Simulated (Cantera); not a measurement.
A closed system holds: 1 mol CuO, 0.9 mol C, 0.04 mol CO, equilibrated at 1150 K and 160 Pa.

Method: chemical equilibrium by Gibbs-energy minimisation in Cantera with the NASA 1993 tables (ideal gas, pure condensed phases). Candidate condensed phases: C, Cu, CuO, Cu2O; 15 gas species. Rates play no part.

Base state: CO 0.894, CO2 0.106 (mole fractions); condensed: Cu(s).

Task: What changes in the equilibrium state with this change: pressure from 160 Pa to 920000 Pa?

Result: 
| species | before | after |
|---|---|---|
| CO | 0.894 | 0.779 |
| CO2 | 0.106 | 0.221 |
| Cu(s), mol | 1.000 | 1.00 |
| C(graphite), mol | 0 | 0.0879 |
